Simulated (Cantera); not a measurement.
A closed system holds: 1 mol Cu2O, 700 mol H2, 5.2 mol H2O, equilibrated at 1398 K and 0.00133 bar.

Equilibrium computed with Cantera from the NASA thermochemical tables; the gas is ideal and each condensed phase is pure. Candidate condensed phases: Cu, CuO, Cu(OH)2, Cu2O, H2O; 12 gas species. Rates play no part.

### Question
What is the equilibrium state?

### Answer
```
Quantity                                  Result
-------------------------------------  ---------
x(H2)                                      0.990
x(H2O)                                   0.00878
x(Cu)                                   0.000973
x(H)                                    0.000129
n(Cu(l))                                1.31 mol
gas amount                             705.9 mol
log10 activity of Cu(OH)2(s) (absent)     -15.77
```
